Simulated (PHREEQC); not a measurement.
# Leach liquor (model solution)

Dissolve 49 mmol/kgw HCl and 87 mmol/kgw MnSO4 at 25 °C. Closed to the air; pH follows from the charge balance.

The numbers come from PHREEQC with the ion-association model, phreeqc.dat.

```json
{
  "pH": "1.71",
  "ionic_strength": "0.229 mol/kgw",
  "specific_conductance": "17200 µS/cm",
  "density": "1.010 g/cm³",
  "total_alkalinity": "-49.0 meq/kg"
}
```

| species | molality | activity | log γ |
|---|---|---|---|
| Mn+2 | 0.0556 | 0.0175 | -0.502 |
| Cl- | 0.0458 | 0.0323 | -0.151 |
| SO4-2 | 0.0344 | 0.00956 | -0.556 |
| MnSO4 | 0.0282 | 0.0297 | 0.023 |
| H+ | 0.0246 | 0.0195 | -0.101 |
| HSO4- | 0.0244 | 0.0181 | -0.130 |

Precipitation was switched off in this run.
